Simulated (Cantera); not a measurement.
A perfectly stirred reactor is fed with H2 : O2 : N2 = 0.019 : 1 : 0.4 (molar parts), equivalence ratio 0.0095, at 20.0 Torr; it is held at 1125 K, and followed from long to short residence time.

Cantera simulation using the H2/O2 subset of GRI-Mech 3.0, which has no nitrogen chemistry; the numbers are that mechanism's predictions, not measurements. Radical loss at walls, strong at low pressure, is not modelled.

Q: What does this change do: temperature 1125 to 1400 K?

A: 
```csv
quantity,before,after
x(H2) at τ = 6.90 s,2.40e-5,8.95e-6
x(O2) at τ = 6.90 s,0.702,0.702
x(H) at τ = 6.90 s,3.81e-6,7.19e-6
x(O) at τ = 6.90 s,0.000219,0.000533
x(OH) at τ = 6.90 s,0.000120,0.000393
x(H2) at τ = 0.130 s,0.000227,8.79e-5
x(O2) at τ = 0.130 s,0.701,0.698
x(H) at τ = 0.130 s,0.000161,0.000220
x(O) at τ = 0.130 s,0.00235,0.00518
x(OH) at τ = 0.130 s,0.000472,0.00123
```
